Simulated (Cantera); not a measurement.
What does this Cantera script print?

```python
import numpy as np
import cantera as ct

gas = ct.Solution("h2o2.yaml")
gas.TPX = 498, 100000, {'H2': 1, 'O2': 0.521, 'N2': 1.96}
flame = ct.FreeFlame(gas, width=0.04)
flame.set_refine_criteria(ratio=3, slope=0.08, curve=0.16)
flame.transport_model = "mixture-averaged"
flame.solve(loglevel=0, auto=True)
z, T = flame.grid, flame.T
thick = (T[-1] - T[0]) / np.gradient(T, z).max()
show = ['H2', 'O2', 'OH', 'HO2', 'H2O', 'H2O2']
print(f"laminar burning velocity  {flame.velocity[0] * 100:.3f} cm/s")
print(f"burnt temperature         {T[-1]:.1f} K")
print(f"thermal thickness         {thick * 1e3:.4f} mm")
print(f"grid points               {len(z)}")
z0 = z[flame.heat_release_rate.argmax()]
print(f"{'z/mm':>9s}{'T/K':>9s}{'u/(m/s)':>9s}" + "".join(f"{s:>11s}" for s in show))
rows = []
for k in (-3, -2, -1.5, -1, -0.5, -0.25, 0, 0.25, 0.5, 1, 2, 4, 8):
    zz = z0 + k * thick
    rows.append([k * thick, np.interp(zz, z, T), np.interp(zz, z, flame.velocity),
                 *(np.interp(zz, z, flame.X[gas.species_index(s)]) for s in show)])
    print(f"{rows[-1][0] * 1e3:9.3f}{rows[-1][1]:9.1f}{rows[-1][2]:9.3f}" + "".join(f"{x:11.3e}" for x in rows[-1][3:]))
```

Result:

```
laminar burning velocity  513.679 cm/s
burnt temperature         2458.0 K
thermal thickness         0.4348 mm
grid points               125
     z/mm      T/K  u/(m/s)         H2         O2         OH        HO2        H2O       H2O2
   -1.304    498.0    5.137  2.873e-01  1.497e-01  4.798e-17  8.015e-14  2.273e-13  5.340e-16
   -0.870    498.0    5.137  2.873e-01  1.497e-01  1.454e-14  2.405e-11  5.194e-11  1.697e-13
   -0.652    498.0    5.137  2.873e-01  1.497e-01  3.799e-13  6.899e-10  1.195e-09  5.160e-12
   -0.435    498.0    5.136  2.872e-01  1.497e-01  2.752e-11  6.416e-08  8.350e-08  5.123e-10
   -0.217    507.1    5.205  2.831e-01  1.503e-01  1.225e-05  1.352e-04  2.620e-04  3.032e-06
   -0.109    722.6    7.218  2.493e-01  1.466e-01  8.904e-04  2.657e-04  1.749e-02  3.525e-05
    0.000   1194.3   11.502  1.496e-01  1.097e-01  3.253e-03  1.008e-04  1.021e-01  6.913e-06
    0.109   1526.7   14.513  6.417e-02  5.278e-02  9.675e-03  4.202e-05  2.020e-01  3.411e-06
    0.217   1685.8   15.915  4.478e-02  3.544e-02  1.343e-02  2.473e-05  2.316e-01  1.955e-06
    0.435   1849.1   17.285  4.091e-02  2.944e-02  1.610e-02  1.671e-05  2.451e-01  1.009e-06
    0.870   2012.5   18.602  3.759e-02  2.533e-02  1.743e-02  1.125e-05  2.582e-01  5.526e-07
    1.739   2164.3   19.781  3.218e-02  2.131e-02  1.726e-02  7.214e-06  2.727e-01  3.501e-07
    3.478   2292.6   20.747  2.552e-02  1.764e-02  1.567e-02  4.657e-06  2.871e-01  2.587e-07
```

Model: the H2/O2 subset of GRI-Mech 3.0, which has no nitrogen chemistry, integrated in Cantera. Burning velocities carry a grid error of a few per cent, more on coarse grids.
